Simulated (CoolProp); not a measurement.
Saturation properties of dodecamethylpentasiloxane (MD3M).

Values from CoolProp's reference Helmholtz-energy equation of state, Thol 2019.

| T (°C) | p (bar) | liquid density (kg/m³) | vapour density (kg/m³) | liquid cp (kJ/(kg K)) | surface tension (mN/m) |
|---|---|---|---|---|---|
| 111.85 | 0.02083 | 784.9 | 0.2520 | 1.904 | 12.1 |
| 129.05 | 0.04459 | 767.5 | 0.5189 | 1.940 | 11.0 |
| 146.25 | 0.08781 | 749.7 | 0.9872 | 1.976 | 9.99 |
| 163.45 | 0.1610 | 731.4 | 1.757 | 2.013 | 8.97 |
| 180.75 | 0.2785 | 712.4 | 2.967 | 2.050 | 7.96 |
| 197.95 | 0.4557 | 692.8 | 4.769 | 2.087 | 6.99 |
| 215.15 | 0.7128 | 672.4 | 7.376 | 2.125 | 6.05 |
| 232.35 | 1.072 | 650.8 | 11.06 | 2.165 | 5.13 |
| 249.55 | 1.560 | 627.9 | 16.19 | 2.207 | 4.25 |
| 266.75 | 2.205 | 603.0 | 23.28 | 2.254 | 3.40 |
| 283.95 | 3.041 | 575.5 | 33.14 | 2.309 | 2.59 |
| 301.15 | 4.106 | 544.1 | 47.13 | 2.379 | 1.83 |

It boils at 229.9 °C under 1 atm.

Surface tension comes from a separate correlation (Mulero 2014), older than this fluid's equation and unchecked against measurements.
